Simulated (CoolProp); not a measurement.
A simple Rankine cycle with ethylbenzene: condensing at 329.15 K, boiler at 0.0428 MPa, turbine inlet 419.9 K, turbine efficiency 0.8, pump efficiency 0.8, no recuperator. Each further row changes one setting.

Model: reference Helmholtz-energy equation of state, Zhou 2012, in CoolProp.

| case | thermal efficiency (%) | net work (kJ/kg) | heat in (kJ/kg) | turbine exit temperature (K) | volume ratio over the turbine |
|---|---|---|---|---|---|
| as stated | 9.3 | 48.1 | 516 | 389.1 | … |
| turbine inlet 439.9 K | 9.2 | 50.5 | 550 | 409.1 | 6.50 |
| condensing temperature 321.15 K | 10.7 | … | 531 | … | 9.29 |
| boiler pressure 0.03 MPa | 7.7 | 39.7 | 516 | 394.9 | 4.60 |
| turbine efficiency 0.7 | 8.1 | 42.0 | 516 | 393.0 | 6.56 |

Some entries are withheld; supply them.


- as stated, volume ratio over the turbine: 6.49
- condensing temperature 321.15 K, net work (kJ/kg): 56.8
- condensing temperature 321.15 K, turbine exit temperature (K): 383.4
